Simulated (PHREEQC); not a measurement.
PHREEQC input (ion-association model, wateq4f.dat):

```
SOLUTION_MASTER_SPECIES
  An  An-  0  An  62.0  # stands for a non-complexing anion
SOLUTION_SPECIES
  An- = An-
    -log_k 0
    -gamma 3.0 0
PHASES
  Fix_H+
    H+ = H+
    -log_k 0
SOLUTION 1
  temp 25
  units mmol/kgw
  pH 7 charge
  Na 50
  An 50
END
SELECTED_OUTPUT 1
  -reset false
  -pH true
  -pe true
  -ionic_strength true
  -water true
  -totals Na
  -molalities Hfo_wOH Hfo_wOH2+ Hfo_wO- Hfo_sOH Hfo_sOH2+ Hfo_sO-
USER_PUNCH 1
  -headings sigma psi
  10 PUNCH EDL("sigma", "Hfo"), EDL("psi", "Hfo")
PRINT
  -reset false
USE solution 1
SURFACE 1
  Hfo_wOH 0.00292135 600 1.3
  Hfo_sOH 7.30337e-05
EQUILIBRIUM_PHASES 1
  Fix_H+ -4 HAn 10
    -force_equality true
  O2(g) -0.68 10
END
# ... the last block is repeated for the other 16 points of pH, with NaOH or the acid as the point needs
```

Selected output (columns that matter, 16 of 17 rows; pH added in front):

```
pH	mu	Na	m_Hfo_wOH	m_Hfo_wOH2+	m_Hfo_wO-	m_Hfo_sOH	m_Hfo_sOH2+	m_Hfo_sO-	sigma	psi
4	0.051309	0.05	0.00058994	0.002328	3.4248e-06	1.4748e-05	5.82e-05	8.5619e-08	0.29476	0.15936
4.5	0.051004	0.05	0.0010102	0.0018988	1.2313e-05	2.5256e-05	4.747e-05	3.0782e-07	0.23921	0.14883
5	0.050745	0.05	0.0014273	0.0014621	3.192e-05	3.5683e-05	3.6553e-05	7.9801e-07	0.18135	0.13485
5.5	0.05053	0.05	0.0017637	0.0010924	6.5236e-05	4.4093e-05	2.731e-05	1.6309e-06	0.13024	0.1182
6	0.050361	0.05	0.001995	0.00081441	0.00011195	4.9875e-05	2.036e-05	2.7988e-06	0.089073	0.099329
6.5	0.050233	0.05	0.0021321	0.00062173	0.0001675	5.3303e-05	1.5543e-05	4.1876e-06	0.057597	0.078394
7	0.050139	0.05	0.0022021	0.00049463	0.00022459	5.5053e-05	1.2366e-05	5.6149e-06	0.034241	0.055521
7.5	0.050068	0.05	0.0022326	0.00041085	0.00027792	5.5814e-05	1.0271e-05	6.9481e-06	0.016855	0.031064
8.5	0.050046	0.050088	0.0022387	0.00030013	0.00038254	5.5967e-05	7.5032e-06	9.5635e-06	-0.01045	-0.019954
9	0.050117	0.050222	0.002219	0.00024863	0.00045369	5.5475e-05	6.2158e-06	1.1342e-05	-0.026002	-0.044923
9.5	0.050226	0.050414	0.0021694	0.00019282	0.00055914	5.4234e-05	4.8205e-06	1.3978e-05	-0.04645	-0.068551
10	0.050423	0.050722	0.0020652	0.00013561	0.00072051	5.163e-05	3.3902e-06	1.8013e-05	-0.074169	-0.09035
10.5	0.050838	0.051288	0.0018768	8.4012e-05	0.00096049	4.692e-05	2.1003e-06	2.4012e-05	-0.11114	-0.11008
11	0.051876	0.052518	0.0015807	4.4153e-05	0.0012964	3.9518e-05	1.1038e-06	3.241e-05	-0.15879	-0.12755
11.5	0.0548	0.055677	0.001173	1.8218e-05	0.0017301	2.9324e-05	4.5545e-07	4.3252e-05	-0.21708	-0.14205
12	0.063705	0.064844	0.00068986	4.8967e-06	0.0022265	1.7247e-05	1.2242e-07	5.5662e-05	-0.28171	-0.15151
```

Complexes and solids missing from the database can't appear.
